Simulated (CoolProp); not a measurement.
Vapour-liquid equilibrium of toluene (1) + n-octane (2) at 0.00279 MPa; x and y are mole fractions of (1).

The numbers come from the multi-fluid Helmholtz-energy mixture model, Lemmon 2006 and Beckmüller 2019; pair parameters Bell 2016 in CoolProp.

```csv
x,bubble temperature (K),y at the bubble point,dew temperature at overall composition x (K),liquid density (mol/L)
0.05,303.8,0.131,304.8,6.185
0.2,299.9,0.399,302.8,6.569
0.35,297.3,0.563,300.6,6.985
0.5,295.5,0.678,298.3,7.443
0.65,294.2,0.771,296.0,7.953
0.8,293.2,0.861,293.9,8.528
0.95,292.5,0.961,292.6,9.179
```

No azeotrope shows between x = 0.05 and 0.95.

The pair parameters rest on a limited set of measurements; away from them the model extrapolates.
